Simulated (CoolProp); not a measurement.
Vapour pressure (MPa) of normal hydrogen: the reference equation beside estimates from Tc = 33.1 K, pc = 1.296 MPa, ω = -0.219. Clausius-Clapeyron is anchored at 26.4 K with a constant enthalpy of vaporisation of 0.7826 kJ/mol.

Model: reference Helmholtz-energy equation of state, Leachman 2009, in CoolProp.

| T (K) | reference | Clausius-Clapeyron | Redlich-Kwong | Soave-Redlich-Kwong | Peng-Robinson |
|---|---|---|---|---|---|
| 21.9 | 0.1550 | 0.2049 | 0.06829 | 0.1522 | 0.1590 |
| 23.4 | 0.2248 | 0.2698 | 0.1218 | 0.2249 | 0.2321 |
| 24.9 | 0.3143 | 0.3438 | 0.2003 | 0.3184 | 0.3253 |
| 26.4 | 0.4262 | 0.4262 | 0.3091 | 0.4348 | 0.4409 |
| 27.9 | 0.5635 | 0.5162 | 0.4530 | 0.5763 | 0.5811 |
| 29.4 | 0.7292 | 0.6132 | 0.6367 | 0.7450 | 0.7482 |
| 30.9 | 0.9272 | 0.7163 | 0.8645 | 0.9427 | 0.9443 |
| 32.4 | 1.162 | 0.8248 | 1.140 | 1.171 | 1.172 |

Absolute difference from the reference over all 8 rows, mean and median: Clausius-Clapeyron 17.2 and 18.0 %, Redlich-Kwong 25.8 and 23.5 %, Soave-Redlich-Kwong 1.5 and 1.7 %, Peng-Robinson 2.7 and 2.9 %.
